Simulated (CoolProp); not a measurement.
Vapour-liquid equilibrium of propylene (1) + isobutane (2) at 11.6 bar; x and y are mole fractions of (1).

Values from CoolProp's multi-fluid Helmholtz-energy mixture model, Lemmon 2013 and Bücker 2006; pair parameters Bell 2016.

Task: Give the bubble temperature and the first vapour's composition at x = 0.2, 0.65, 0.8. Is there an azeotrope?

Result: x = 0.2: 59.7 °C, y = 0.346; x = 0.65: 41.0 °C, y = 0.800; x = 0.8: 34.1 °C, y = 0.912. No azeotrope shows between x = 0.05 and 0.95.

Pair parameters are fitted to limited data, so mixtures are less certain than the pure fluids. The gap from Raoult's law changes sign with composition, which may be real or a fault of the pair parameters; it wasn't checked against measurements.
